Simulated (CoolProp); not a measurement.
Properties of R1132(E) along the isobar 6500 kPa.

Model: reference Helmholtz-energy equation of state, Akasaka 2024, in CoolProp.

```csv
T (K),phase,density (kg/m³),isothermal compressibility (1/MPa)
332.6,liquid,800.2,0.01852
341,liquid,[?],0.03042
349.5,supercritical,673.5,0.06699
357.9,supercritical,526.9,[?]
366.3,supercritical,317.9,[?]
374.7,supercritical,[?],0.3591
383.2,supercritical,[?],0.2912
391.6,supercritical,197.8,0.2570
400,supercritical,182.8,0.2360
```

Task: Complete the blanks.

Result: 
- 341, density (kg/m³): 747.3
- 357.9, isothermal compressibility (1/MPa): 0.3777
- 366.3, isothermal compressibility (1/MPa): 0.5410
- 374.7, density (kg/m³): 250.8
- 383.2, density (kg/m³): 218.4
